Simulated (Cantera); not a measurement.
Input: 1 mol Al, 4.8 mol HCl, held at 723.15 K and 14.0 mbar.

Cantera equilibrium calculation (NASA polynomials, part measured and part estimated; ideal gas, pure solids and liquids). Candidate condensed phases: Al, AlCl3; 12 gas species. The numbers say what is thermodynamically allowed, not how fast it happens.

Base state: HCl 0.424, H2 0.354, AlCl3 0.208, Al2Cl6 0.0136 (mole fractions); condensed: gas only.

Problem. What changes in the equilibrium state with this change: temperature from 723.15 K to 1275 K?

Solution. 
```json
[
 {"species": "HCl", "before": "0.424", "after": "0.419"},
 {"species": "H2", "before": "0.354", "after": "0.349"},
 {"species": "AlCl3", "before": "0.208", "after": "0.232"},
 {"species": "Al2Cl6", "before": "0.0136", "after": "4.01e-6"},
 {"species": "AlCl2", "before": "<1e-9", "after": "0.000335"},
 {"species": "AlCl", "before": "<1e-9", "after": "1.02e-5"}
]
```
The tables' values for AlCl2 are old estimates; treat these amounts as uncertain.

Problem. What changes in the equilibrium state with this change: HCl from 4.8 to 2.5 mol?

Solution. 
```csv
species,before,after
H2,0.354,0.622
AlCl3,0.208,0.341
Al2Cl6,0.0136,0.0365
HCl,0.424,9.50e-7
AlCl,<1e-9,0.000115
AlCl2,<1e-9,9.93e-5
"Al(s), mol",0,0.166
```
The tables' values for AlCl2 are old estimates; treat these amounts as uncertain.
